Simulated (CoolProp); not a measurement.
Computed with CoolProp (reference Helmholtz-energy equation of state, Lemmon 2006). It is a short technical equation, of lower accuracy than the large ones.

### Question
Give the vapour pressure (kPa), vapour density (kg/m³), enthalpy of vaporisation (kJ/kg) of saturated C3F8 (R218) at -54.55, 18.95, 33.65 °C.

### Answer
| T (°C) | p (kPa) | vapour density (kg/m³) | enthalpy of vaporisation (kJ/kg) |
|---|---|---|---|
| -54.55 | 42.0 | 4.47 | 111 |
| 18.95 | 734 | 71.6 | 79.7 |
| 33.65 | 1090 | 111 | 70.1 |
